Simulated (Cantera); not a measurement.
**Equilibrium for silicon etching in halogen gases: Si + Br2**

Input: 1 mol Si, 5 mol Br2, equilibrated at 6.30 mbar.

Equilibrium computed with Cantera from the NASA thermochemical tables; the gas is ideal and each condensed phase is pure. Candidate condensed phases: Br2, Si; 9 gas species. The tables' values for SiBr3 are old estimates; treat these amounts as uncertain. Rates play no part.

From 852 °C to 1177 °C nothing is condensed. The main Si-bearing gas is SiBr4 throughout.

```tsv
T (°C)	x Br	x Br2	x SiBr4	x SiBr3	x SiBr2	x SiBr
852	0.203	0.572	0.225	5.49e-6	1.40e-8	<1e-12
877	0.246	0.534	0.219	9.35e-6	3.60e-8	<1e-12
902	0.295	0.492	0.213	1.56e-5	8.94e-8	<1e-12
927	0.346	0.447	0.207	2.56e-5	2.17e-7	<1e-12
952	0.401	0.400	0.200	4.15e-5	5.15e-7	<1e-12
977	0.456	0.351	0.193	6.63e-5	1.20e-6	<1e-12
1002	0.510	0.303	0.186	0.000105	2.77e-6	<1e-12
1027	0.563	0.258	0.179	0.000165	6.30e-6	<1e-12
1052	0.611	0.215	0.173	0.000257	1.42e-5	1.19e-12
1077	0.655	0.177	0.168	0.000400	3.18e-5	4.87e-12
1102	0.693	0.144	0.163	0.000617	7.06e-5	1.96e-11
1127	0.725	0.116	0.158	0.000949	0.000155	7.72e-11
1152	0.752	0.0922	0.154	0.00145	0.000337	2.96e-10
1177	0.774	0.0732	0.150	0.00219	0.000721	1.11e-9
```
x: gas mole fraction; nothing condenses.
